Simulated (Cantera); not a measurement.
Feed: 1 mol Si, 0.2 mol O₂, 78 mol N₂, 0.0036 mol H₂O, equilibrated at 0.300 bar.

Method: chemical equilibrium by Gibbs-energy minimisation in Cantera with the NASA 1993 tables (ideal gas, pure condensed phases). Candidate condensed phases: H₂O, Si, SiO₂, Si₂N₂O, Si₃N₄; 35 gas species. N₂ is the only nitrogen source here; it is nearly inert below about 1500 K, so the nitride shown seldom forms there in practice. Mutual solubility and eutectic melting of coexisting phases are not modelled. The numbers say what is thermodynamically allowed, not how fast it happens.

Q: What share of the Si ends up in condensed phases as a function of T (°C), at 1225, 1275, 1325, 1375, 1425, 1475, 1525, 1575, 1625, 1675, 1725, 1775, 1825?

A: 
```json
[
 {"T (°C)": "1225", "Si condensed (%)": "100.0", "as": "Si₂N₂O(s) + Si₃N₄(s)"},
 {"T (°C)": "1275", "Si condensed (%)": "100.0", "as": "Si₂N₂O(s) + Si₃N₄(s)"},
 {"T (°C)": "1325", "Si condensed (%)": "100.0", "as": "Si₂N₂O(s) + Si₃N₄(s)"},
 {"T (°C)": "1375", "Si condensed (%)": "99.9", "as": "Si₂N₂O(s) + Si₃N₄(s)"},
 {"T (°C)": "1425", "Si condensed (%)": "99.7", "as": "Si₂N₂O(s) + Si₃N₄(s)"},
 {"T (°C)": "1475", "Si condensed (%)": "99.2", "as": "Si₂N₂O(s) + Si₃N₄(s)"},
 {"T (°C)": "1525", "Si condensed (%)": "97.5", "as": "Si₂N₂O(s) + Si₃N₄(s)"},
 {"T (°C)": "1575", "Si condensed (%)": "92.9", "as": "Si₂N₂O(s) + Si₃N₄(s)"},
 {"T (°C)": "1625", "Si condensed (%)": "81.1", "as": "Si₂N₂O(s) + Si₃N₄(s)"},
 {"T (°C)": "1675", "Si condensed (%)": "59.3", "as": "Si₃N₄(s)"},
 {"T (°C)": "1725", "Si condensed (%)": "58.6", "as": "Si₃N₄(s)"},
 {"T (°C)": "1775", "Si condensed (%)": "56.7", "as": "Si(l)"},
 {"T (°C)": "1825", "Si condensed (%)": "54.8", "as": "Si(l)"}
]
```
